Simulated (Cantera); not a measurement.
Moist CO burnout

An isothermal, constant-pressure homogeneous reactor starts with 1.55 % CO, 0.659 % O2, 0.920 % H2O, 96.9 % N2, at 950 K and 0.950 bar.

Cantera simulation using GRI-Mech 3.0 (53 species, 325 reactions); the numbers are that mechanism's predictions, not measurements.

```json
[
 {"t (s)": "5.00e-5", "x CO": "0.0155", "x O2": "0.00659", "x H2O": "0.00920", "x OH": "<1e-12", "x O": "1.53e-12"},
 {"t (s)": "0.000129", "x CO": "0.0155", "x O2": "0.00659", "x H2O": "0.00920", "x OH": "<1e-12", "x O": "3.90e-12"},
 {"t (s)": "0.000335", "x CO": "0.0155", "x O2": "0.00659", "x H2O": "0.00920", "x OH": "<1e-12", "x O": "9.75e-12"},
 {"t (s)": "0.000865", "x CO": "0.0155", "x O2": "0.00659", "x H2O": "0.00920", "x OH": "<1e-12", "x O": "2.35e-11"},
 {"t (s)": "0.00224", "x CO": "0.0155", "x O2": "0.00659", "x H2O": "0.00920", "x OH": "<1e-12", "x O": "5.22e-11"},
 {"t (s)": "0.00579", "x CO": "0.0155", "x O2": "0.00659", "x H2O": "0.00920", "x OH": "1.97e-12", "x O": "1.01e-10"},
 {"t (s)": "0.0150", "x CO": "0.0155", "x O2": "0.00659", "x H2O": "0.00920", "x OH": "5.37e-12", "x O": "1.93e-10"},
 {"t (s)": "0.0387", "x CO": "0.0155", "x O2": "0.00659", "x H2O": "0.00920", "x OH": "2.84e-11", "x O": "7.50e-10"},
 {"t (s)": "0.100", "x CO": "0.0155", "x O2": "0.00659", "x H2O": "0.00920", "x OH": "9.60e-10", "x O": "2.17e-8"},
 {"t (s)": "0.259", "x CO": "0.0154", "x O2": "0.00654", "x H2O": "0.00920", "x OH": "1.89e-8", "x O": "2.37e-7"},
 {"t (s)": "0.670", "x CO": "0.0150", "x O2": "0.00634", "x H2O": "0.00918", "x OH": "2.37e-8", "x O": "2.66e-7"},
 {"t (s)": "1.73", "x CO": "0.0137", "x O2": "0.00571", "x H2O": "0.00915", "x OH": "3.11e-8", "x O": "2.89e-7"},
 {"t (s)": "4.48", "x CO": "0.0102", "x O2": "0.00399", "x H2O": "0.00912", "x OH": "4.04e-8", "x O": "2.84e-7"},
 {"t (s)": "11.6", "x CO": "0.00199", "x O2": "9.53e-6", "x H2O": "0.00890", "x OH": "1.75e-7", "x O": "3.77e-8"},
 {"t (s)": "30.0", "x CO": "0.00161", "x O2": "2.46e-9", "x H2O": "0.00853", "x OH": "1.33e-9", "x O": "<1e-12"}
]
```
x: mole fraction; the columns are a selection and need not sum to one.

Equilibrium at this temperature and pressure: CO 0.00117, O2 <1e-12, H2O 0.00809, OH <1e-12, O <1e-12 (gas phase only).
